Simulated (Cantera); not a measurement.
An isothermal, constant-pressure homogeneous reactor starts with CH₄ : CO₂ = 1 : 0.31 (molar parts), at 2123 K and 760 Torr.

Model: GRI-Mech 3.0 (53 species, 325 reactions), integrated in Cantera. GRI-Mech 3.0 stops at C3 and has no aromatics, soot or wall deposition, so with more carbon than oxygen in the feed, carbon stays in small species such as C2H2 where larger ones or solid carbon would form.

x: mole fraction; the columns are a selection and need not sum to one.

```json
[
 {"t (s)": "4.00e-5", "x CH₄": "0.259", "x CO₂": "0.157", "x O": "?", "x C₂H₆": "0.00111", "x C₂H₄": "0.0259"},
 {"t (s)": "0.000203", "x CH₄": "0.0636", "x CO₂": "0.0646", "x O": "?", "x C₂H₆": "7.82e-5", "x C₂H₄": "0.00166"},
 {"t (s)": "0.00103", "x CH₄": "0.0147", "x CO₂": "0.00606", "x O": "?", "x C₂H₆": "5.43e-6", "x C₂H₄": "0.000447"},
 {"t (s)": "0.00524", "x CH₄": "0.00799", "x CO₂": "0.00221", "x O": "?", "x C₂H₆": "1.45e-6", "x C₂H₄": "0.000338"},
 {"t (s)": "0.0266", "x CH₄": "0.00196", "x CO₂": "4.61e-5", "x O": "4.46e-10", "x C₂H₆": "9.84e-8", "x C₂H₄": "0.000292"},
 {"t (s)": "0.135", "x CH₄": "0.00139", "x CO₂": "7.37e-8", "x O": "1.76e-12", "x C₂H₆": "5.76e-8", "x C₂H₄": "0.000292"},
 {"t (s)": "0.687", "x CH₄": "0.00139", "x CO₂": "7.37e-8", "x O": "1.76e-12", "x C₂H₆": "5.76e-8", "x C₂H₄": "0.000292"},
 {"t (s)": "3.49", "x CH₄": "0.00139", "x CO₂": "7.37e-8", "x O": "1.76e-12", "x C₂H₆": "5.76e-8", "x C₂H₄": "0.000292"},
 {"t (s)": "17.7", "x CH₄": "0.00139", "x CO₂": "7.37e-8", "x O": "1.76e-12", "x C₂H₆": "5.76e-8", "x C₂H₄": "0.000292"},
 {"t (s)": "90.0", "x CH₄": "0.00139", "x CO₂": "7.37e-8", "x O": "1.76e-12", "x C₂H₆": "5.76e-8", "x C₂H₄": "0.000292"}
]
```

**Question.** Complete the blanks.

**Answer.** 
- 4.00e-5, x O: 2.10e-8
- 0.000203, x O: 4.04e-8
- 0.00103, x O: 5.98e-8
- 0.00524, x O: 2.19e-8
